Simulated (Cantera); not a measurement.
Standard-state values (1 bar) from the NASA 1993 polynomials, evaluated with Cantera. Values are per mole of reaction as written; species without (g) are pure solids or liquids, kept so even where they would boil at 1 bar.

Problem. Between 300 and 2700 K, where is each reaction favourable under standard conditions?
- H2(g) + NiS ⇌ Ni + H2S(g)

Solution. 
- H2(g) + NiS ⇌ Ni + H2S(g): ΔG° is 52 kJ at 300 K and 27 kJ at 2700 K; it stays positive (K < 1). ΔH° is 7 kJ and ΔS° -7 J/K at 2700 K.
